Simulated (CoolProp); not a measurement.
R404A along the isobar 18.2 bar: density (kg/m³) from the reference equation and from simpler models built on Tc = 345.3 K, pc = 37.35 bar, ω = 0.293; each cubic takes its own stable root.

The numbers come from the reference Helmholtz-energy equation of state, Lemmon 2003 in CoolProp. It is a pseudo-pure fit of the blend.

```csv
T (K),phase,reference,Redlich-Kwong,Soave-Redlich-Kwong,Peng-Robinson
293.9,liquid,1071,854.8,907.4,1029
340.4,gas,80.03,78.40,78.59,80.37
352,gas,74.57,73.71,73.50,75.05
363.6,gas,70.13,69.74,69.27,70.64
375.3,gas,66.36,66.27,65.63,66.86
386.9,gas,63.15,63.25,62.51,63.61
398.5,gas,60.34,60.57,59.75,60.75
410.1,gas,57.84,58.15,57.29,58.21
```
